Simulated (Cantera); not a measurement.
Equilibrium for oxide etching and cleaning by halides: MgO + HCl + O2

A closed system holds: 1 mol MgO, 4.9 mol HCl, 7.9 mol O2, equilibrated at 2.90 Pa.

These are equilibrium values from Cantera (NASA tables, ideal gas, pure condensed phases), not measurements of a reactor. Candidate condensed phases: H2O, Mg, MgCl2, MgO, Mg(OH)2; 22 gas species. The numbers say what is thermodynamically allowed, not how fast it happens.

From 775 °C to 1475 °C the condensed part is MgO(s). The main Mg-bearing gas is MgCl2 throughout. The share of Mg in condensed phases is highest at 775 °C (99.6 %) and lowest at 1475 °C (90.0 %).

| T (°C) | x O2 | x HCl | x Cl | x H2O | x O | x Cl2 | x OH | x MgCl2 | n MgO(s) |
|---|---|---|---|---|---|---|---|---|---|
| 775 | 0.610 | 0.353 | 0.0131 | 0.0153 | 9.18e-8 | 0.00838 | 1.96e-6 | 0.000337 | 0.996 |
| 875 | 0.605 | 0.342 | 0.0293 | 0.0192 | 1.15e-6 | 0.00346 | 1.11e-5 | 0.00107 | 0.986 |
| 975 | 0.597 | 0.321 | 0.0501 | 0.0284 | 9.55e-6 | 0.00124 | 5.28e-5 | 0.00210 | 0.973 |
| 1075 | 0.587 | 0.293 | 0.0749 | 0.0411 | 5.80e-5 | 0.000462 | 0.000203 | 0.00332 | 0.957 |
| 1175 | 0.575 | 0.261 | 0.103 | 0.0557 | 0.000275 | 0.000185 | 0.000641 | 0.00460 | 0.940 |
| 1275 | 0.562 | 0.226 | 0.132 | 0.0707 | 0.00106 | 7.87e-5 | 0.00172 | 0.00576 | 0.924 |
| 1375 | 0.548 | 0.193 | 0.160 | 0.0844 | 0.00348 | 3.55e-5 | 0.00402 | 0.00669 | 0.910 |
| 1475 | 0.530 | 0.160 | 0.187 | 0.0950 | 0.00991 | 1.67e-5 | 0.00836 | 0.00729 | 0.900 |
x: gas mole fraction; n: condensed amount in mol.
